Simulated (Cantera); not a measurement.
**Reactions in the system Cu-F-H**

Standard-state values (1 bar) from the NASA 1993 polynomials, evaluated with Cantera. Values are per mole of reaction as written; species without (g) are pure solids or liquids, kept so even where they would boil at 1 bar.

2 HF(g) + Cu → CuF2(g) + H2(g)

```csv
T (K),ΔH° (kJ),ΔS° (J/K),ΔG° (kJ),log10 K
300,278.1,17.0,273.0,-47.54
798,277.2,14.7,265.4,-17.37
848,277.1,14.7,264.7,-16.30
898,277.1,14.6,264.0,-15.35
948,277.0,14.5,263.2,-14.50
998,276.9,14.4,262.5,-13.74
```

CuF2 + 2 H(g) → 2 HF(g) + Cu

```
T (K)  ΔH° (kJ)  ΔS° (J/K)  ΔG° (kJ)  log10 K
-----  --------  ---------  --------  -------
300      -442.2       73.7    -464.3    80.85
798      -460.0       40.3    -492.1    32.21
848      -462.1       37.7    -494.1    30.43
898      -464.2       35.3    -495.9    28.84
948      -466.4       32.9    -497.6    27.42
998      -468.5       30.7    -499.2    26.13
```
